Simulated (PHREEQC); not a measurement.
Solution (25 °C): 0.13 mol/kgw HF and 0.0077 mol/kgw KF. Closed to the air; pH follows from the charge balance.

Model: ion-association model, phreeqc.dat, run in PHREEQC.

```json
[
 {"quantity": "pH", "before": "2.11", "after": "1.98"},
 {"quantity": "ionic strength (mol/kgw)", "before": "0.0164", "after": "0.0117"},
 {"quantity": "HF (mol/kgw)", "before": "0.116", "after": "0.115"},
 {"quantity": "F- (mol/kgw)", "before": "0.0114", "after": "0.00810"},
 {"quantity": "HF2- (mol/kgw)", "before": "0.00506", "after": "0.00357"}
]
```

**Question.** Which change was made?
(A) HF from 0.13 to 0.013 mol/kgw
(B) diluted 100-fold with water
(C) KF left out

**Answer.** C, KF left out

Precipitation was switched off in this run.
